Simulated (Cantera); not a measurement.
A Cantera script and its output.

```python
import numpy as np
import cantera as ct

gas = ct.Solution("h2o2.yaml")
gas.TPX = 523, 300000, {'H2': 1, 'O2': 0.357, 'N2': 1.34}
flame = ct.FreeFlame(gas, width=0.019)
flame.set_refine_criteria(ratio=3, slope=0.08, curve=0.16)
flame.transport_model = "mixture-averaged"
flame.solve(loglevel=0, auto=True)
z, T = flame.grid, flame.T
thick = (T[-1] - T[0]) / np.gradient(T, z).max()
show = ['H2', 'O2', 'OH', 'O', 'H', 'HO2']
print(f"laminar burning velocity  {flame.velocity[0] * 100:.3f} cm/s")
print(f"burnt temperature         {T[-1]:.1f} K")
print(f"thermal thickness         {thick * 1e3:.4f} mm")
print(f"grid points               {len(z)}")
z0 = z[flame.heat_release_rate.argmax()]
print(f"{'z/mm':>9s}{'T/K':>9s}{'u/(m/s)':>9s}" + "".join(f"{s:>11s}" for s in show))
rows = []
for k in (-3, -2, -1.5, -1, -0.5, -0.25, 0, 0.25, 0.5, 1, 2, 4, 8):
    zz = z0 + k * thick
    rows.append([k * thick, np.interp(zz, z, T), np.interp(zz, z, flame.velocity),
                 *(np.interp(zz, z, flame.X[gas.species_index(s)]) for s in show)])
    print(f"{rows[-1][0] * 1e3:9.3f}{rows[-1][1]:9.1f}{rows[-1][2]:9.3f}" + "".join(f"{x:11.3e}" for x in rows[-1][3:]))
```

It prints:

```
laminar burning velocity  728.830 cm/s
burnt temperature         2463.3 K
thermal thickness         0.1022 mm
grid points               114
     z/mm      T/K  u/(m/s)         H2         O2         OH          O          H        HO2
   -0.307    523.0    7.288  3.708e-01  1.324e-01  1.245e-15  6.041e-14  9.477e-16  1.544e-12
   -0.204    523.0    7.288  3.708e-01  1.324e-01  1.272e-13  6.171e-12  9.739e-14  1.581e-10
   -0.153    523.0    7.288  3.708e-01  1.324e-01  3.770e-12  1.817e-10  3.429e-12  5.243e-09
   -0.102    523.1    7.288  3.706e-01  1.324e-01  3.033e-10  9.020e-09  1.117e-09  3.982e-07
   -0.051    545.2    7.533  3.644e-01  1.332e-01  2.809e-05  5.137e-06  3.939e-05  2.946e-04
   -0.026    809.1   10.835  3.273e-01  1.276e-01  1.130e-03  2.740e-04  4.186e-03  5.573e-04
    0.000   1280.0   16.573  2.382e-01  9.347e-02  3.027e-03  3.138e-03  2.864e-02  2.277e-04
    0.026   1619.4   20.689  1.504e-01  4.029e-02  7.490e-03  6.139e-03  5.527e-02  8.840e-05
    0.051   1789.7   22.706  1.158e-01  1.553e-02  1.044e-02  5.908e-03  6.161e-02  3.225e-05
    0.102   1949.5   24.509  1.073e-01  5.846e-03  1.218e-02  4.665e-03  5.368e-02  1.143e-05
    0.204   2098.8   26.121  1.101e-01  3.438e-03  1.187e-02  3.108e-03  4.006e-02  6.261e-06
    0.409   2230.1   27.490  1.128e-01  1.921e-03  1.015e-02  1.732e-03  2.765e-02  3.356e-06
    0.818   2330.9   28.508  1.147e-01  9.193e-04  7.687e-03  8.212e-04  1.801e-02  1.584e-06
```

Cantera simulation using the H2/O2 subset of GRI-Mech 3.0, which has no nitrogen chemistry; the numbers are that mechanism's predictions, not measurements. The hydrogen kinetics of GRI-Mech 3.0 are dated; newer H2 mechanisms differ, most at raised pressure. Burning velocities carry a grid error of a few per cent, more on coarse grids.
